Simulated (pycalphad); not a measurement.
An equivalent pycalphad script:

```python
from pycalphad import Database, equilibrium, calculate, variables as v
import numpy as np
db = Database('COST507.tdb')
comps = ['AL', 'CU', 'SI', 'VA']
phases = ['ALCU_DELTA', 'ALCU_EPSILON', 'ALCU_ETA', 'ALCU_PRIME', 'ALCU_THETA', 'ALCU_ZETA', 'BCC_A2', 'CU19SI6_ETA', 'CU33SI7_DELTA', 'CU4SI_EPSILON', 'CU56SI11_GAMMA', 'DIAMOND_A4', 'FCC_A1', 'GAMMA_D83', 'GAMMA_H', 'HCP_A3', 'LIQUID']
eq = equilibrium(db, comps, phases, {v.X('CU'): 0.0357, v.X('SI'): 0.0587, v.T: np.arange(1850, 499, -50), v.P: 101325, v.N: 1}, output=['HM', 'SM'])
```

Computed with pycalphad from the COST 507 light-alloy database (1999), at 1 atm. The data set is of 1999 and partly superseded. The system is extrapolated from its subsystems; higher-order compounds may be missing. Phase fractions are per mole of atoms.

Results at three of the temperatures:

```
T = 1450.00 K, P = 101325 Pa, N = 1 mol of atoms
G = -83292 J/mol, H = 45202 J/mol, S = 88.62 J/(mol K)  (SER reference)
chemical potentials (J/mol): Al -79899, Cu -154832, Si -92131
phase             fraction      x(Al)      x(Cu)      x(Si)
LIQUID              1.0000     0.9056     0.0357     0.0587
```

```
T = 950.00 K, P = 101325 Pa, N = 1 mol of atoms
G = -42045 J/mol, H = 29642 J/mol, S = 75.46 J/(mol K)  (SER reference)
chemical potentials (J/mol): Al -39865, Cu -101457, Si -39547
phase             fraction      x(Al)      x(Cu)      x(Si)
LIQUID              1.0000     0.9056     0.0357     0.0587
```

```
T = 900.00 K, P = 101325 Pa, N = 1 mol of atoms
G = -38314 J/mol, H = 28098 J/mol, S = 73.79 J/(mol K)  (SER reference)
chemical potentials (J/mol): Al -36262, Cu -96402, Si -34631
phase             fraction      x(Al)      x(Cu)      x(Si)
LIQUID              1.0000     0.9056     0.0357     0.0587
```

Changes of the phase set, refined by bisection:

| T (K) | phases above | phases below |
|---|---|---|
| 873.7 | LIQUID | FCC_A1 + LIQUID |
| 825.5 | FCC_A1 + LIQUID | DIAMOND_A4 + FCC_A1 + LIQUID |
| 785.2 | DIAMOND_A4 + FCC_A1 + LIQUID | ALCU_THETA + DIAMOND_A4 + FCC_A1 |

Database names, with the compositions (at.%) that they take in these runs: ALCU_THETA: Al 67 Cu 32. FCC_A1 is fcc; DIAMOND_A4 is diamond (Si).
